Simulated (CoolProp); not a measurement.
The fluid at 293.15 K and 13.4 MPa flows at 2.4 m/s in a round tube of 25 mm bore and 45 µm roughness, fully developed (64/Re and Nu = 3.66 if laminar; Colebrook and Gnielinski if turbulent). The same conditions are run with several fluids, on thermodynamics alone (safety and materials aside).

The numbers come from the reference Helmholtz-energy equation of state of each fluid (toluene: Lemmon 2006; water: Wagner 2002; R11: Jacobsen 1992; R124: de Vries 1995; n-decane: Lemmon 2006) in CoolProp.

| fluid | Reynolds number | Darcy friction factor | pressure drop (Pa/m) | heat-transfer coefficient (W/(m² K)) | mass flow (kg/h) |
|---|---|---|---|---|---|
| toluene | 80300 | 0.0250 | 2520 | 3450 | 3720 |
| water | 60400 | [?] | 2960 | 11000 | 4260 |
| R11 | 175000 | 0.0239 | 4180 | 4070 | 6440 |
| R124 | 261000 | 0.0235 | [?] | 4930 | 6050 |
| n-decane | [?] | 0.0266 | 2270 | 2440 | 3140 |

### Question
Some entries are withheld; supply them.

### Answer

- water, Darcy friction factor: 0.0256
- R124, pressure drop (Pa/m): 3860
- n-decane, Reynolds number: 41700

Transport values come from each fluid's own correlations; those of R11, R124 are estimates that may be off by 10 % or more.
